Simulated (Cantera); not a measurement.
An isothermal, constant-pressure homogeneous reactor starts with NO : N₂ = 1 : 0.11 (molar parts), at 1548 K and 20.0 Torr. Integrator tolerance rtol = 1e-08.

Cantera simulation using GRI-Mech 3.0 (53 species, 325 reactions); the numbers are that mechanism's predictions, not measurements. Radical loss at walls, strong at low pressure, is not modelled.

### Question
What does this change do: temperature 1548 to 1998 K?

### Answer
```json
[
 {"quantity": "x(NO) at 20.0 s", "before": "0.886 (gas-phase equilibrium 0.00188)", "after": "0.0505 (gas-phase equilibrium 0.00924)"},
 {"quantity": "x(NO₂) at 20.0 s", "before": "0.000129 (gas-phase equilibrium 2.09e-6)", "after": "2.02e-5 (gas-phase equilibrium 3.79e-6)"},
 {"quantity": "x(O₂) at 20.0 s", "before": "0.00710 (gas-phase equilibrium 0.449)", "after": "0.423 (gas-phase equilibrium 0.444)"},
 {"quantity": "x(N₂O) at 20.0 s", "before": "0.000249 (gas-phase equilibrium 1.55e-8)", "after": "6.06e-7 (gas-phase equilibrium 7.05e-8)"},
 {"quantity": "x(O) at 20.0 s", "before": "6.73e-6 (gas-phase equilibrium 3.15e-5)", "after": "0.00265 (gas-phase equilibrium 0.00270)"},
 {"quantity": "x(N₂) at 20.0 s", "before": "0.106 (gas-phase equilibrium 0.549)", "after": "0.524 (gas-phase equilibrium 0.544)"}
]
```
